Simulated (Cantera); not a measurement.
Carbon deposition, reforming and gasification: C2H4 + O2 + N2 + H2O

A closed system holds: 1 mol C2H4, 0.73 mol O2, 18 mol N2, a varied amount of H2O, held at 648.15 K and 0.000220 bar.

Cantera equilibrium calculation (NASA polynomials, part measured and part estimated; ideal gas, pure solids and liquids). Candidate condensed phases: C, C6H6, C7H8, C8H18, H2O; 136 gas species. The numbers say what is thermodynamically allowed, not how fast it happens.

| n(H2O) (mol) | log p N2 | log p H2 | log p CO2 | log p CO | log p H2O | log p CH4 | n C(graphite) |
|---|---|---|---|---|---|---|---|
| 0.46 | -3.74 | -4.62 | -5.36 | -5.00 | -6.18 | -7.80 | 0.575 |
| 0.54 | -3.75 | -4.61 | -5.34 | -4.99 | -6.16 | -7.78 | 0.522 |
| 0.63 | -3.75 | -4.60 | -5.32 | -4.98 | -6.14 | -7.76 | 0.463 |
| 0.73 | -3.75 | -4.58 | -5.30 | -4.97 | -6.11 | -7.73 | 0.397 |
| 0.85 | -3.76 | -4.57 | -5.27 | -4.96 | -6.09 | -7.70 | 0.318 |
| 1 | -3.76 | -4.55 | -5.24 | -4.94 | -6.06 | -7.67 | 0.221 |
| 1.2 | -3.77 | -4.53 | -5.21 | -4.92 | -6.02 | -7.63 | 0.0911 |
| 1.4 | -3.77 | -4.51 | -5.16 | -4.93 | -5.94 | -7.65 | 0 |
| 1.6 | -3.78 | -4.50 | -5.08 | -4.99 | -5.79 | -7.81 | 0 |
| 1.8 | -3.78 | -4.48 | -5.02 | -5.05 | -5.66 | -7.96 | 0 |
| 2.2 | -3.79 | -4.46 | -4.94 | -5.17 | -5.44 | -8.25 | 0 |
| 2.5 | -3.79 | -4.45 | -4.90 | -5.26 | -5.29 | -8.46 | 0 |
| 2.9 | -3.80 | -4.44 | -4.87 | -5.38 | -5.13 | -8.71 | 0 |
log p: log10 of the partial pressure in bar; n: condensed amount in mol.

From 0.46 mol H2O to 1.2 mol H2O the condensed part is C(graphite). From 1.4 mol H2O to 2.9 mol H2O nothing is condensed. The main C-bearing gas is CO at 0.46 mol H2O and CO2 at 2.9 mol H2O.
